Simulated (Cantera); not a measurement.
A perfectly stirred reactor is fed with 1.58 % C3H8, 13.7 % O2, 79.2 % N2, 5.54 % CO2, equivalence ratio 0.58, at 14300 Torr; it is adiabatic with a 325 K inlet, and is followed from long to short residence time, starting on the burning branch (τ in s: 0.11, 0.032, 0.0095, 0.0028, 0.00081, 0.00024, 6.9e-05, 2e-05, 5.9e-06).

Cantera simulation using GRI-Mech 3.0 (53 species, 325 reactions); the numbers are that mechanism's predictions, not measurements. GRI-Mech 3.0 was tuned for natural gas; its chemistry of propane as a main component is partial and can be far from experiment. The pressure lies above the range GRI-Mech 3.0 was tuned for (to about 10 atm).

### Question
Predict: blow-out, bracketed by the residence times tried; x(C3H8) at τ = 0.110 s; x(O2) at τ = 0.110 s; x(CO2) at τ = 0.110 s; x(HO2) at τ = 0.110 s; x(CH4) at τ = 0.110 s; x(C3H8) at τ = 0.810 ms; x(O2) at τ = 0.810 ms; x(CO2) at τ = 0.810 ms.

### Answer
* **blow-out, bracketed by the residence times tried**: burning at 32.0 ms, out at 9.50 ms
* **x(C3H8) at τ = 0.110 s**: 4.68e-5
* **x(O2) at τ = 0.110 s**: 0.0588
* **x(CO2) at τ = 0.110 s**: 0.0975
* **x(HO2) at τ = 0.110 s**: 1.66e-5
* **x(CH4) at τ = 0.110 s**: 2.51e-5
* **x(C3H8) at τ = 0.810 ms**: 0.0158
* **x(O2) at τ = 0.810 ms**: 0.137
* **x(CO2) at τ = 0.810 ms**: 0.0554
